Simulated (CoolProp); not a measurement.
Vapour-liquid equilibrium of dimethyl ether (1) + n-perfluorobutane (2) at 0.451 MPa; x and y are mole fractions of (1).

Values from CoolProp's multi-fluid Helmholtz-energy mixture model, Wu 2011 and Gao 2022; pair parameters Bell 2016.

| x | bubble temperature (K) | y at the bubble point | dew temperature at overall composition x (K) | liquid density (mol/L) |
|---|---|---|---|---|
| 0.05 | 307.5 | 0.220 | 313.8 | 6.283 |
| 0.2 | 290.6 | 0.587 | 308.3 | 7.146 |
| 0.35 | 284.1 | 0.698 | 302.2 | 7.975 |
| 0.5 | 282.7 | 0.726 | 295.2 | 8.910 |
| 0.65 | 282.6 | 0.728 | 287.0 | 10.11 |
| 0.8 | 282.7 | 0.739 | 283.9 | 11.73 |
| 0.95 | 285.4 | 0.861 | 287.8 | 13.88 |

y crosses x between x = 0.65 and 0.8: the model has an azeotrope there.

Pair parameters are fitted to limited data, so mixtures are less certain than the pure fluids. With so large a gap from Raoult's law the liquid may split in two, which this calculation doesn't test in full.
